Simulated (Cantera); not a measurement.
An isothermal, constant-pressure homogeneous reactor starts with NH₃ : N₂ = 1 : 1.6 (molar parts), at 1900 K and 2300 Pa.

Cantera simulation using the gas-phase N/H chemistry of the illustrative SiF4/NH3 mechanism in the Surface Chemkin manual (1991); the numbers are that mechanism's predictions, not measurements. Walls and surfaces, which speed up NH3 decomposition in real reactors, are not modelled.

One state of this run: x NH₃ = 1.29e-5; x N₂ = 0.582; x NH₂ = 2.88e-7; x H₂ = 0.414; x N₂H₂ = 4.29e-12. x: mole fraction; the columns are a selection and need not sum to one.

Problem. Which value of t (s) does it belong to?
A) 0.000244
B) 40.0
C) 2.21e-5
D) 12.0

Solution. B, 40.0
